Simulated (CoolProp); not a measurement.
Saturation properties of carbon monoxide.

Computed with CoolProp (reference Helmholtz-energy equation of state, Lemmon 2006). It is a short technical equation, of lower accuracy than the large ones.

| T (°C) | p (MPa) | enthalpy of vaporisation (kJ/kg) | liquid cp (kJ/(kg K)) | surface tension (mN/m) |
|---|---|---|---|---|
| -181.25 | 0.2831 | 199.1 | 2.204 | 7.36 |
| -177.55 | 0.3871 | 192.7 | 2.243 | 6.61 |
| -173.85 | 0.5167 | 185.6 | 2.295 | 5.86 |
| -170.15 | 0.6752 | 178.0 | 2.362 | 5.12 |
| -166.45 | 0.8661 | 169.5 | 2.452 | 4.40 |
| -162.75 | 1.093 | 160.0 | 2.573 | 3.69 |
| -159.05 | 1.359 | 149.4 | 2.742 | 3.00 |
| -155.35 | 1.670 | 137.1 | 2.990 | 2.33 |
| -151.65 | 2.028 | 122.8 | 3.391 | 1.69 |

It boils at -191.5 °C under 1 atm.

Surface tension comes from a separate correlation (Mulero 2012).
